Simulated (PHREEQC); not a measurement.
## Leach liquor (model solution)

Make-up at 40 °C: 0.017 mol H2SO4 and 0.0003 mol Li2SO4 per kg of water. Closed to the air; pH follows from the charge balance.

All values are PHREEQC results (ion-association model, wateq4f.dat), not measurements.

Precipitation was switched off in this run.

**Question.** Predict the pH, ionic strength.

**Answer.** pH 1.70; ionic strength 0.0301 mol/kgw.

**Question.** In which forms is Li present?

**Answer.** Li+ 99 %, LiSO4- 1.4 % of the Li.

Complexes and solids missing from the database can't appear. At this temperature some constants are extrapolated from 25 °C, and those without enthalpy data are left unchanged.
